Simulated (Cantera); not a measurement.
A closed system holds: 1 mol Si2H6, 0.012 mol Cl2, 52 mol N2, equilibrated at 1427 °C and 0.100 bar.

Method: chemical equilibrium by Gibbs-energy minimisation in Cantera with the NASA 1993 tables (ideal gas, pure condensed phases). Candidate condensed phases: NH4Cl, Si, Si3N4; 28 gas species. The feed counts by its element totals alone. Rates play no part.

Base state: N2 0.944, H2 0.0556, HCl 0.000445, H 0.000110 (mole fractions); condensed: Si3N4(s).

### Question
What changes in the equilibrium state with this change: Si2H6 replaced by SiH2Cl2?

### Answer
```json
[
 {"species": "N2", "before": "0.944", "after": "0.963"},
 {"species": "HCl", "before": "0.000445", "after": "0.0187"},
 {"species": "H2", "before": "0.0556", "after": "0.00924"},
 {"species": "SiCl2", "before": "8.27e-7", "after": "0.00871"},
 {"species": "SiCl3", "before": "<1e-9", "after": "0.000432"},
 {"species": "SiCl4", "before": "<1e-9", "after": "4.22e-5"},
 {"species": "Cl", "before": "6.83e-7", "after": "7.06e-5"},
 {"species": "H", "before": "0.000110", "after": "4.48e-5"},
 {"species": "Si3N4(s), mol", "before": "0.667", "after": "0.169"}
]
```
The tables' values for SiCl3 are old estimates; treat these amounts as uncertain.

### Question
What changes in the equilibrium state with this change: Cl2 from 0.012 to 0.9 mol?

### Answer
| species | before | after |
|---|---|---|
| N2 | 0.944 | 0.929 |
| H2 | 0.0556 | 0.0421 |
| HCl | 0.000445 | 0.0253 |
| SiCl2 | 8.27e-7 | 0.00358 |
| SiCl3 | <1e-9 | 0.000112 |
| Cl | 6.83e-7 | 4.47e-5 |
| H | 0.000110 | 9.56e-5 |
| Si3N4(s), mol | 0.667 | 0.599 |
The tables' values for SiCl3 are old estimates; treat these amounts as uncertain.
